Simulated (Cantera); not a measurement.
Ignition delay

Mixture: 27.2 % H₂, 15.3 % O₂, 57.5 % N₂, equivalence ratio 0.89, at 3750 Torr, adiabatic and at constant pressure. Ignition delay is the time to a rise of 400 K.

Model: the H2/O2 subset of GRI-Mech 3.0, which has no nitrogen chemistry, integrated in Cantera. The hydrogen kinetics of GRI-Mech 3.0 are dated; newer H2 mechanisms differ, most at raised pressure. Where the delays flatten at high temperature, the 400 K rule measures the pace of heat release, not the induction time.

```json
[
 {"T0 (K)": "1175", "delay (ms)": "0.0231"},
 {"T0 (K)": "1225", "delay (ms)": "0.0119"},
 {"T0 (K)": "1275", "delay (ms)": "0.00789"},
 {"T0 (K)": "1325", "delay (ms)": "0.00581"},
 {"T0 (K)": "1375", "delay (ms)": "0.00454"},
 {"T0 (K)": "1425", "delay (ms)": "0.00369"},
 {"T0 (K)": "1475", "delay (ms)": "0.00309"},
 {"T0 (K)": "1525", "delay (ms)": "0.00265"},
 {"T0 (K)": "1575", "delay (ms)": "0.00232"},
 {"T0 (K)": "1625", "delay (ms)": "0.00207"}
]
```
